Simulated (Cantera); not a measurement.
An adiabatic, constant-pressure homogeneous reactor starts with 14.4 % H2, 18.0 % O2, 67.6 % N2, at 1173 K and 4.10 bar.

Model: the H2/O2 subset of GRI-Mech 3.0, which has no nitrogen chemistry, integrated in Cantera. The hydrogen kinetics of GRI-Mech 3.0 are dated; newer H2 mechanisms differ, most at raised pressure.

Question: Predict: time of steepest temperature rise; temperature at 3.00 s; equilibrium temperature; x(H2) at 3.00 s; x(O2) at 3.00 s; x(O) at 3.00 s; x(H) at 3.00 s; x(HO2) at 3.00 s; x(OH) at 3.00 s; x(H2O) at 3.00 s.

Answer: time of steepest temperature rise: 24.2 µs
temperature at 3.00 s: 2182 K
equilibrium temperature: 2182 K
x(H2) at 3.00 s: 0.000228 (gas-phase equilibrium 0.000228)
x(O2) at 3.00 s: 0.115 (gas-phase equilibrium 0.115)
x(O) at 3.00 s: 0.000406 (gas-phase equilibrium 0.000406)
x(H) at 3.00 s: 3.82e-5 (gas-phase equilibrium 3.82e-5)
x(HO2) at 3.00 s: 6.23e-6 (gas-phase equilibrium 6.23e-6)
x(OH) at 3.00 s: 0.00347 (gas-phase equilibrium 0.00347)
x(H2O) at 3.00 s: 0.153 (gas-phase equilibrium 0.153)
